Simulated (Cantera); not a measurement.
A perfectly stirred reactor is fed with CO : H2 : CH4 : O2 : N2 = 1 : 0.034 : 0.55 : 1.24 : 4.68 (molar parts), equivalence ratio 1.3, at 7.90 bar; it is adiabatic with a 748 K inlet, and is followed from long to short residence time, starting on the burning branch (τ in s: 0.025, 0.0092, 0.0035, 0.0013, 0.00049, 0.00018, 6.9e-05, 2.6e-05, 9.7e-06, 3.6e-06).

Computed with Cantera and GRI-Mech 3.0 (53 species, 325 reactions).

Question: What does this change do: CO 1 to 0.67 parts?

Answer: 
| quantity | before | after |
|---|---|---|
| blow-out, bracketed by the residence times tried | burning at 9.70 µs, out at 3.60 µs | burning at 9.70 µs, out at 3.60 µs |
| x(CO) at τ = 25.0 ms | 0.0885 | 0.0550 |
| x(H2) at τ = 25.0 ms | 0.0159 | 0.0109 |
| x(CH4) at τ = 25.0 ms | 2.28e-6 | 1.40e-6 |
| x(C2H6) at τ = 25.0 ms | 2.49e-12 | <1e-12 |
| x(HCN) at τ = 25.0 ms | 6.09e-7 | 3.95e-7 |
| x(CO) at τ = 0.180 ms | 0.0941 | 0.0631 |
| x(H2) at τ = 0.180 ms | 0.0173 | 0.0130 |
| x(CH4) at τ = 0.180 ms | 7.80e-5 | 7.32e-5 |
| x(C2H6) at τ = 0.180 ms | 2.53e-9 | 1.71e-9 |
| x(HCN) at τ = 0.180 ms | 6.72e-6 | 4.58e-6 |

Question: What does this change do: pressure from 7.90 bar to 1.00 bar?

Answer: 
| quantity | before | after |
|---|---|---|
| blow-out, bracketed by the residence times tried | burning at 9.70 µs, out at 3.60 µs | burning at 26.0 µs, out at 9.70 µs |
| x(CO) at τ = 25.0 ms | 0.0885 | 0.0922 |
| x(H2) at τ = 25.0 ms | 0.0159 | 0.0172 |
| x(CH4) at τ = 25.0 ms | 2.28e-6 | 4.39e-6 |
| x(C2H6) at τ = 25.0 ms | 2.49e-12 | 2.01e-12 |
| x(HCN) at τ = 25.0 ms | 6.09e-7 | 8.81e-7 |
| x(CO) at τ = 0.180 ms | 0.0941 | 0.108 |
| x(H2) at τ = 0.180 ms | 0.0173 | 0.0230 |
| x(CH4) at τ = 0.180 ms | 7.80e-5 | 0.000195 |
| x(C2H6) at τ = 0.180 ms | 2.53e-9 | 2.62e-9 |
| x(HCN) at τ = 0.180 ms | 6.72e-6 | 1.24e-6 |

Question: What does this change do: inlet temperature 748 to 523 K?

Answer: 
```tsv
quantity	before	after
blow-out, bracketed by the residence times tried	burning at 9.70 µs, out at 3.60 µs	burning at 26.0 µs, out at 9.70 µs
x(CO) at τ = 25.0 ms	0.0885	0.0865
x(H2) at τ = 25.0 ms	0.0159	0.0165
x(CH4) at τ = 25.0 ms	2.28e-6	7.50e-6
x(C2H6) at τ = 25.0 ms	2.49e-12	4.55e-11
x(HCN) at τ = 25.0 ms	6.09e-7	1.23e-6
x(CO) at τ = 0.180 ms	0.0941	0.0916
x(H2) at τ = 0.180 ms	0.0173	0.0176
x(CH4) at τ = 0.180 ms	7.80e-5	0.000120
x(C2H6) at τ = 0.180 ms	2.53e-9	1.07e-8
x(HCN) at τ = 0.180 ms	6.72e-6	9.08e-6
```
